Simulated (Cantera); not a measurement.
A Cantera script and its output.

```python
import numpy as np
import cantera as ct

surf = ct.Interface("ptcombust.yaml", "Pt_surf")
gas = surf.adjacent["gas"]
gas.TPX = 300, 23000, {'CH4': 0.039, 'O2': 0.18, 'N2': 0.79}
jet = ct.ImpingingJet(gas=gas, width=0.03, surface=surf)
jet.inlet.mdot, jet.inlet.T, jet.inlet.X = 0.13, 300, {'CH4': 0.039, 'O2': 0.18, 'N2': 0.79}
jet.set_refine_criteria(ratio=10, slope=0.2, curve=0.3)
show, cover = ['CH4', 'O2', 'H2O', 'OH', 'CO', 'CO2'], ["PT(S)", "H(S)", "O(S)", "OH(S)", "CO(S)", "C(S)"]

rows = []
print(f"{'Ts/K':>7s}" + "".join(f"{s:>11s}" for s in show + cover) + "   (gas at the wall, coverages)")
for i, Ts in enumerate([850, 900, 950, 1000, 1050, 1100]):
    jet.surface.T = Ts
    if i == 0:
        surf.TP = Ts, 23000
        surf.coverages = "PT(S):0.5, O(S):0.5"
        surf.advance_coverages(1.0)
        jet.set_initial_guess(products="inlet")
    jet.solve(loglevel=0, auto=(i == 0))
    rows.append([*(jet.X[gas.species_index(s), -1] for s in show), *surf[cover].coverages])
    print(f"{Ts:7g}" + "".join(f"{x:11.3e}" for x in rows[-1]))
```

Output:

```
   Ts/K        CH4         O2        H2O         OH         CO        CO2      PT(S)       H(S)       O(S)      OH(S)      CO(S)       C(S)   (gas at the wall, coverages)
    850  3.454e-02  1.695e-01  7.741e-03  4.677e-09  7.640e-06  5.063e-03  9.215e-02  1.472e-08  9.068e-01  1.020e-03  1.430e-05  3.655e-08
    900  2.951e-02  1.587e-01  1.715e-02  2.087e-08  9.388e-06  1.126e-02  1.418e-01  5.907e-08  8.568e-01  1.458e-03  1.483e-05  5.278e-08
    950  2.322e-02  1.453e-01  2.882e-02  6.847e-08  1.023e-05  1.898e-02  2.002e-01  1.773e-07  7.980e-01  1.768e-03  1.290e-05  6.173e-08
   1000  1.743e-02  1.330e-01  3.949e-02  1.958e-07  1.035e-05  2.608e-02  2.639e-01  4.243e-07  7.342e-01  1.895e-03  9.957e-06  6.224e-08
   1050  1.300e-02  1.236e-01  4.756e-02  4.873e-07  1.021e-05  3.147e-02  3.294e-01  8.611e-07  6.687e-01  1.876e-03  7.268e-06  5.785e-08
   1100  9.881e-03  1.171e-01  5.317e-02  1.089e-06  1.011e-05  3.523e-02  3.946e-01  1.556e-06  6.036e-01  1.770e-03  5.243e-06  5.198e-08
```

Cantera simulation using Deutschmann's 1995 Pt surface mechanism with GRI-Mech 3.0 gas chemistry; the numbers are that mechanism's predictions, not measurements. Catalytic surfaces can have several steady states; this one follows from the mechanism file's or the stated starting coverage.
